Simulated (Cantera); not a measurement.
An adiabatic, constant-pressure homogeneous reactor starts with H₂ : O₂ : N₂ : NO = 1 : 0.333 : 3.67 : 0.0067 (molar parts), at 1725 K and 500000 Pa.

Cantera simulation using GRI-Mech 3.0 (53 species, 325 reactions); the numbers are that mechanism's predictions, not measurements. The hydrogen kinetics of GRI-Mech 3.0 are dated; newer H2 mechanisms differ, most at raised pressure.

Question: Predict: time of steepest temperature rise; temperature at 7.00 s; equilibrium temperature; x(H₂) at 7.00 s; x(O₂) at 7.00 s; x(NO) at 7.00 s; x(N₂) at 7.00 s; x(H) at 7.00 s; x(N₂O) at 7.00 s.

Answer: 
```
Property                                                              Result
---------------------------------  -----------------------------------------
time of steepest temperature rise                                    2.88 µs
temperature at 7.00 s                                                 2613 K
equilibrium temperature                                               2613 K
x(H₂) at 7.00 s                        0.0693 (gas-phase equilibrium 0.0693)
x(O₂) at 7.00 s                      8.39e-5 (gas-phase equilibrium 8.39e-5)
x(NO) at 7.00 s                    0.000556 (gas-phase equilibrium 0.000556)
x(N₂) at 7.00 s                          0.783 (gas-phase equilibrium 0.783)
x(H) at 7.00 s                       0.00481 (gas-phase equilibrium 0.00481)
x(N₂O) at 7.00 s                     6.90e-8 (gas-phase equilibrium 6.90e-8)
```
